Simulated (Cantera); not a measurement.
# SiCl4 + HCl + H2 (silicon epitaxy and polysilicon growth)

Charge: 1 mol SiCl4, 0.021 mol HCl, 24 mol H2, equilibrated at 75.0 Torr.

These are equilibrium values from Cantera (NASA tables, ideal gas, pure condensed phases), not measurements of a reactor. Candidate condensed phases: Si; 19 gas species. The tables' values for SiCl3 are old estimates; treat these amounts as uncertain. The numbers say what is thermodynamically allowed, not how fast it happens.

From 948 K to 998 K nothing is condensed. From 1048 K to 1498 K the condensed part is Si(s). The main Si-bearing gas is SiCl4 at 948 K and SiCl2 at 1498 K.

```tsv
T (K)	x H2	x HCl	x SiCl4	x SiCl2	x SiHCl3	n Si(s)
948	0.948	0.0122	0.0291	9.36e-5	0.0102	0
998	0.945	0.0150	0.0267	0.000379	0.0117	0
1048	0.940	0.0217	0.0248	0.000932	0.0110	0.0360
1098	0.933	0.0304	0.0223	0.00201	0.00995	0.0800
1148	0.925	0.0406	0.0190	0.00391	0.00867	0.124
1198	0.915	0.0517	0.0150	0.00689	0.00715	0.163
1248	0.905	0.0628	0.0108	0.0109	0.00550	0.190
1298	0.896	0.0725	0.00696	0.0156	0.00389	0.204
1348	0.889	0.0798	0.00399	0.0201	0.00252	0.205
1398	0.885	0.0844	0.00208	0.0237	0.00153	0.200
1448	0.882	0.0870	0.00103	0.0264	0.000897	0.191
1498	0.880	0.0881	0.000508	0.0283	0.000521	0.181
```
x: gas mole fraction; n: condensed amount in mol.
